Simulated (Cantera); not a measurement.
A closed system holds: 1 mol Al, 3.3 mol Cl2, 9.7 mol N2, 0.31 mol BCl3, at 673.15 K and 2.40 mbar.

These are equilibrium values from Cantera (NASA tables, ideal gas, pure condensed phases), not measurements of a reactor. Candidate condensed phases: Al, AlCl3, AlN, B, BN; 17 gas species. Equilibrium is a limit: real reactors are often held back by kinetics, nucleation or transport.

Base state: N2 0.758, Cl2 0.141, AlCl3 0.0755, BCl3 0.0242, Al2Cl6 0.00135 (mole fractions); condensed: gas only.

What changes in the equilibrium state with this change: N2 from 9.7 to 0.33 mol?


| species | before | after |
|---|---|---|
| Cl2 | 0.141 | 0.532 |
| AlCl3 | 0.0755 | 0.263 |
| N2 | 0.758 | 0.0975 |
| Al2Cl6 | 0.00135 | 0.0163 |
| BCl3 | 0.0242 | 0.0916 |
